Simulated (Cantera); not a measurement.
An isothermal, constant-pressure homogeneous reactor starts with CH₄ : CO₂ : H₂ = 1 : 1.8 : 0.73 (molar parts), at 1450 K and 0.132 atm. Integrator tolerance rtol = 1e-08.

Cantera simulation using GRI-Mech 3.0 (53 species, 325 reactions); the numbers are that mechanism's predictions, not measurements.

Question: What does this change do: CH4 1 to 1.4 parts?

Answer: 
```
quantity                                           before                                    after
-----------------  --------------------------------------  ---------------------------------------
x(CH₄) at 20.0 s   0.0449 (gas-phase equilibrium 4.20e-8)   0.0538 (gas-phase equilibrium 1.73e-7)
x(CO₂) at 20.0 s     0.143 (gas-phase equilibrium 0.0474)     0.103 (gas-phase equilibrium 0.0170)
x(H₂) at 20.0 s       0.211 (gas-phase equilibrium 0.396)      0.258 (gas-phase equilibrium 0.482)
x(CO) at 20.0 s       0.288 (gas-phase equilibrium 0.459)      0.271 (gas-phase equilibrium 0.458)
x(C₂H₂) at 20.0 s   0.0758 (gas-phase equilibrium <1e-12)  0.0937 (gas-phase equilibrium 6.87e-12)
```

Question: What does this change do: temperature 1450 to 1723 K?

Answer: 
```
quantity                                           before                                    after
-----------------  --------------------------------------  ---------------------------------------
x(CH₄) at 20.0 s   0.0449 (gas-phase equilibrium 4.20e-8)  9.24e-6 (gas-phase equilibrium 1.87e-9)
x(CO₂) at 20.0 s     0.143 (gas-phase equilibrium 0.0474)    0.0372 (gas-phase equilibrium 0.0372)
x(H₂) at 20.0 s       0.211 (gas-phase equilibrium 0.396)      0.386 (gas-phase equilibrium 0.386)
x(CO) at 20.0 s       0.288 (gas-phase equilibrium 0.459)      0.469 (gas-phase equilibrium 0.469)
x(C₂H₂) at 20.0 s   0.0758 (gas-phase equilibrium <1e-12)   3.14e-7 (gas-phase equilibrium <1e-12)
```

Question: What does this change do: temperature 1450 to 1650 K?

Answer: 
```
quantity                                           before                                    after
-----------------  --------------------------------------  ---------------------------------------
x(CH₄) at 20.0 s   0.0449 (gas-phase equilibrium 4.20e-8)  0.00206 (gas-phase equilibrium 3.87e-9)
x(CO₂) at 20.0 s     0.143 (gas-phase equilibrium 0.0474)    0.0415 (gas-phase equilibrium 0.0394)
x(H₂) at 20.0 s       0.211 (gas-phase equilibrium 0.396)      0.382 (gas-phase equilibrium 0.388)
x(CO) at 20.0 s       0.288 (gas-phase equilibrium 0.459)      0.463 (gas-phase equilibrium 0.467)
x(C₂H₂) at 20.0 s   0.0758 (gas-phase equilibrium <1e-12)   0.00170 (gas-phase equilibrium <1e-12)
```
